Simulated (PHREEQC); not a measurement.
Solution (81 °C): 0.0018 mol/kgw CuSO4 and 0.002 mol/kgw FeCl3. Closed to the air; pH follows from the charge balance.

All values are PHREEQC results (ion-association model, phreeqc.dat), not measurements.

Precipitation was switched off in this run.

Question: Predict the pH, ionic strength.

Answer: pH 2.75; ionic strength 0.0118 mol/kgw.

Question: In which forms is Cu present?

Answer: Cu+2 83 %, CuSO4 8.5 %, CuCl+ 8.2 % of the Cu.

Examples of supersaturated solids here: Hematite (slow to form), Goethite (slow to form). Others may be too. Constants without temperature data keep their 25 °C values here.
